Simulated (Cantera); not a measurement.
A Cantera script and what it prints.

```python
import numpy as np
import cantera as ct

gas_names = """
    C CH CH2 CH3 CH2OH CH3O CH4 CH3OH CO CO2 COOH C2 C2H CHCO,ketyl C2H2,acetylene C2H2,vinylidene
    CH2CO,ketene C2H3,vinyl CH3CO,acetyl C2H4 C2H4O,ethylen CH3CHO,ethanal CH3COOH (HCOOH)2 C2H5 C2H6
    CH3OCH3 C2H5OH C2O C3 C3H3,propargyl C3H4,allene C3H4,propyne C3H4,cyclo- C3H5,allyl C3H6,propylene
    C3H6,cyclo- C3H6O C3H7,n-propyl C3H7,i-propyl C3H8 C3H8O,1propanol C3H8O,2propanol C3O2 C4 C4H2
    C4H4,1,3-cyclo- C4H6,butadiene C4H6,2-butyne C4H6,cyclo- C4H8,1-butene C4H8,cis2-buten
    C4H8,tr2-butene C4H8,isobutene C4H8,cyclo- (CH3COOH)2 C4H9,n-butyl C4H9,i-butyl C4H9,s-butyl
    C4H9,t-butyl C4H10,isobutane C4H10,n-butane C5 C5H6,1,3cyclo- C5H8,cyclo- C5H10,1-pentene
    C5H10,cyclo- C5H11,pentyl C5H11,t-pentyl C5H12,n-pentane C5H12,i-pentane CH3C(CH3)2CH3 C6H2
    C6H5,phenyl C6H5O,phenoxy C6H6 C6H5OH,phenol C6H10,cyclo- C6H12,1-hexene C6H12,cyclo- C6H13,n-hexyl
    C7H7,benzyl C7H8 C7H8O,cresol C7H14,1-heptene C7H15,n-heptyl C7H16,n-heptane C8H8,styrene
    C8H10,ethylbenz C8H16,1-octene C8H17,n-octyl C8H18,isooctane C8H18,n-octane C9H19,n-nonyl
    C10H8,naphthale C10H21,n-decyl C12H9,o-bipheny C12H10,bipheny H HCO HO2 H2 HCHO,formaldehy HCOOH H2O
    H2O2 O OH O2 O3
""".split()
cond_names = """
    C(gr) C6H6(L) C7H8(L) C8H18(L),n-octa H2O(s) H2O(L)
""".split()


def load(file, names, dense=False):
    # The tables refer to 1 bar. Condensed volumes are neglected.
    table = {s.name: s for s in ct.Species.list_from_file(file)}
    out = []
    for n in names:
        d = dict(table[n].input_data)
        d["thermo"] = dict(d["thermo"], **{"reference-pressure": 1e5})
        if dense:
            d["equation-of-state"] = {"model": "constant-volume", "density": "1e6 g/cm^3"}
        out.append(ct.Species.from_dict(d))
    return out


gas = ct.Solution(thermo="ideal-gas", species=load("nasa_gas.yaml", gas_names))
cond = {s.name: ct.Solution(thermo="fixed-stoichiometry", species=[s], name=s.name)
        for s in load("nasa_condensed.yaml", cond_names, dense=True)}
atoms = {
    'acetone': {'C': 3, 'H': 6, 'O': 1},
    'H2': {'H': 2},
}
top_T = {'C(gr)': 4500}  # K; cautious upper limits of use, not melting points


def equilibrate(T, P, feed):
    n = {}
    for name, mol in feed.items():
        for a, k in atoms[name].items():
            n[a] = n.get(a, 0.0) + k * mol
    gas.TPX = T, P, n
    mass = sum(n.values()) * gas.mean_molecular_weight
    gas.equilibrate("TP")
    valid = [c for c in cond.values() if c.min_temp <= T <= top_T.get(c.name, c.max_temp)]
    mix = ct.Mixture([(gas, mass / gas.mean_molecular_weight)] + [(c, 0.0) for c in valid])
    mix.T, mix.P = T, P
    mix.equilibrate("TP", solver="vcs", rtol=1e-11, max_steps=5000)
    return mix


results = []
feed = {'acetone': 1, 'H2': 38}  # mol
for P in [10, 46, 220, 1000, 4600, 22000, 100000, 460000, 2200000, 10000000]:
    for T in [2248, 2323, 2398, 2473, 2548, 2623, 2698, 2773, 2848, 2923, 2998]:
        mix = equilibrate(T, P, feed)
        results.append((T, P, feed, dict(zip(mix.species_names, mix.species_moles))))

for T, P, feed, n in results:
    print(f"{T:7g} {P:10.4g}  " + (" + ".join(c for c in cond_names if n.get(c, 0) > 1e-12) or "gas only"))
```

Result:

```
   2248         10  C(gr)
   2323         10  C(gr)
   2398         10  C(gr)
   2473         10  C(gr)
   2548         10  gas only
   2623         10  gas only
   2698         10  gas only
   2773         10  gas only
   2848         10  gas only
   2923         10  gas only
   2998         10  gas only
   2248         46  C(gr)
   2323         46  C(gr)
   2398         46  C(gr)
   2473         46  C(gr)
   2548         46  C(gr)
   2623         46  gas only
   2698         46  gas only
   2773         46  gas only
   2848         46  gas only
   2923         46  gas only
   2998         46  gas only
   2248        220  C(gr)
   2323        220  C(gr)
   2398        220  C(gr)
   2473        220  C(gr)
   2548        220  C(gr)
   2623        220  C(gr)
   2698        220  C(gr)
   2773        220  gas only
   2848        220  gas only
   2923        220  gas only
   2998        220  gas only
   2248       1000  C(gr)
   2323       1000  C(gr)
   2398       1000  C(gr)
   2473       1000  C(gr)
   2548       1000  C(gr)
   2623       1000  C(gr)
   2698       1000  C(gr)
   2773       1000  gas only
   2848       1000  gas only
   2923       1000  gas only
   2998       1000  gas only
   2248       4600  C(gr)
   2323       4600  C(gr)
   2398       4600  C(gr)
   2473       4600  C(gr)
   2548       4600  C(gr)
   2623       4600  C(gr)
   2698       4600  C(gr)
   2773       4600  gas only
   2848       4600  gas only
   2923       4600  gas only
   2998       4600  gas only
   2248    2.2e+04  C(gr)
   2323    2.2e+04  C(gr)
   2398    2.2e+04  C(gr)
   2473    2.2e+04  C(gr)
   2548    2.2e+04  C(gr)
   2623    2.2e+04  C(gr)
   2698    2.2e+04  C(gr)
   2773    2.2e+04  gas only
   2848    2.2e+04  gas only
   2923    2.2e+04  gas only
   2998    2.2e+04  gas only
   2248      1e+05  C(gr)
   2323      1e+05  C(gr)
   2398      1e+05  C(gr)
   2473      1e+05  C(gr)
   2548      1e+05  C(gr)
   2623      1e+05  C(gr)
   2698      1e+05  C(gr)
   2773      1e+05  gas only
   2848      1e+05  gas only
   2923      1e+05  gas only
   2998      1e+05  gas only
   2248    4.6e+05  C(gr)
   2323    4.6e+05  C(gr)
   2398    4.6e+05  C(gr)
   2473    4.6e+05  C(gr)
   2548    4.6e+05  C(gr)
   2623    4.6e+05  C(gr)
   2698    4.6e+05  C(gr)
   2773    4.6e+05  gas only
   2848    4.6e+05  gas only
   2923    4.6e+05  gas only
   2998    4.6e+05  gas only
   2248    2.2e+06  C(gr)
   2323    2.2e+06  C(gr)
   2398    2.2e+06  C(gr)
   2473    2.2e+06  C(gr)
   2548    2.2e+06  C(gr)
   2623    2.2e+06  C(gr)
   2698    2.2e+06  gas only
   2773    2.2e+06  gas only
   2848    2.2e+06  gas only
   2923    2.2e+06  gas only
   2998    2.2e+06  gas only
   2248      1e+07  C(gr)
   2323      1e+07  C(gr)
   2398      1e+07  C(gr)
   2473      1e+07  C(gr)
   2548      1e+07  C(gr)
   2623      1e+07  C(gr)
   2698      1e+07  gas only
   2773      1e+07  gas only
   2848      1e+07  gas only
   2923      1e+07  gas only
   2998      1e+07  gas only
```

Equilibrium computed with Cantera from the NASA thermochemical tables; the gas is ideal and each condensed phase is pure. The feed counts by its element totals alone. The ideal-gas law is rough above about 30 bar.
